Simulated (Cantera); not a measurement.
A perfectly stirred reactor is fed with 9.23 % CH₄, 15.4 % O₂, 75.4 % N₂, at 97000 Pa; it is adiabatic with a 673 K inlet, and is followed from long to short residence time, starting on the burning branch (τ in s: 0.067, 0.037, 0.02, 0.011, 0.0062, 0.0034, 0.0019, 0.001, 0.00058, 0.00032, 0.00018, 9.7e-05, 5.3e-05).

Cantera simulation using GRI-Mech 3.0 (53 species, 325 reactions); the numbers are that mechanism's predictions, not measurements.

x: mole fraction; the columns are a selection and need not sum to one.

```
τ (s)    T (K)     x CH₄      x O₂     x C₂H   x H₂O     x CH₃     x OH
-------  -----  --------  --------  --------  ------  --------  -------
0.067     2141   1.18e-5  0.000348  1.25e-10   0.155   8.22e-6  0.00158
0.037     2134   1.55e-5  0.000510  2.13e-10   0.154   1.11e-5  0.00190
0.020     2124   2.10e-5  0.000756  3.65e-10   0.153   1.51e-5  0.00230
0.011     2111       ___       ___  6.18e-10   0.152       ___      ___
0.0062    2096       ___       ___       ___   0.151       ___      ___
0.0034    2078   5.97e-5   0.00214   1.82e-9   0.150   3.91e-5  0.00367
0.0019    2056   8.97e-5   0.00290   3.27e-9   0.148   5.58e-5  0.00412
0.0010    2029  0.000147   0.00398   6.57e-9   0.146   8.57e-5  0.00454
0.00058   2004  0.000233   0.00518   1.26e-8   0.145  0.000128  0.00477
0.00032   1974  0.000408   0.00703   2.72e-8   0.143  0.000210  0.00482
0.00018   1937  0.000774   0.00999   6.19e-8   0.141  0.000367  0.00452
9.7e-5     673    0.0923     0.154    <1e-12  <1e-12    <1e-12   <1e-12
5.3e-5     673    0.0923     0.154    <1e-12  <1e-12    <1e-12   <1e-12
```

Complete the blanks.


- 0.011, x CH₄: 2.90e-5
- 0.011, x O₂: 0.00109
- 0.011, x CH₃: 2.05e-5
- 0.011, x OH: 0.00273
- 0.0062, x CH₄: 4.07e-5
- 0.0062, x O₂: 0.00153
- 0.0062, x C₂H: 1.04e-9
- 0.0062, x CH₃: 2.78e-5
- 0.0062, x OH: 0.00319
